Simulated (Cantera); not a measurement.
An isothermal, constant-pressure homogeneous reactor starts with 41.7 % CH4, 58.3 % H2, at 1500 K and 0.00320 bar.

Model: GRI-Mech 3.0 (53 species, 325 reactions), integrated in Cantera. GRI-Mech 3.0 stops at C3 and has no aromatics, soot or wall deposition, so with more carbon than oxygen in the feed, carbon stays in small species such as C2H2 where larger ones or solid carbon would form. Radical loss at walls, strong at low pressure, is not modelled.

**Question.** Predict: x(CH4) at 100 s; x(H2) at 100 s; x(C2H6) at 100 s; x(H) at 100 s; x(C2H2) at 100 s; x(C2H4) at 100 s.

**Answer.** 
| Quantity | Result |
|---|---|
| x(CH4) at 100 s | 0.0225 (gas-phase equilibrium 0.000816) |
| x(H2) at 100 s | 0.838 (gas-phase equilibrium 0.852) |
| x(C2H6) at 100 s | 7.42e-7 (gas-phase equilibrium 2.65e-9) |
| x(H) at 100 s | 0.000234 (gas-phase equilibrium 0.000289) |
| x(C2H2) at 100 s | 0.139 (gas-phase equilibrium 0.147) |
| x(C2H4) at 100 s | 0.000134 (gas-phase equilibrium 0.000113) |
